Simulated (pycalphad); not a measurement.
Source of the numbers: pycalphad with the COST 507 light-alloy database (1999); pressure 1 atm. The database dates from 1999; later assessments differ in places, in temperatures and in the compounds included. Amounts are mole fractions of atoms. Diffusion is slow at the low end, where real alloys seldom reach equilibrium.

Task: Give the equilibrium state of Ti-23.2C (at.%) at 730 K.

Result: fcc, fraction 0.639, with 36.2 C at.%; hcp, fraction 0.361, with 0.16 C at.%.

Task: Give the equilibrium state of Ti-23.2C (at.%) at 1970 K.

Result: fcc, fraction 0.708, with 31.3 C at.%; liquid, fraction 0.292, with 3.6 C at.%.

The fcc model also describes the rock-salt carbide or nitride (TiC, TiN, HfC).
